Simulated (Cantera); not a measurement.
Input: 1 mol CHF3, 0.44 mol CH4, 0.35 mol H2, at 1.60 Pa.

Method: chemical equilibrium by Gibbs-energy minimisation in Cantera with the NASA 1993 tables (ideal gas, pure condensed phases). Candidate condensed phases: C, C6H6, C7H8, C8H18; 95 gas species. Equilibrium is a limit: real reactors are often held back by kinetics, nucleation or transport.

**Question.** At 1577 °C, list the 4 most abundant gas species with their mole fractions, and the condensed phases.

**Answer.** HF 0.914, H2 0.0544, H 0.0314, F 0.000112. Condensed: C(graphite).
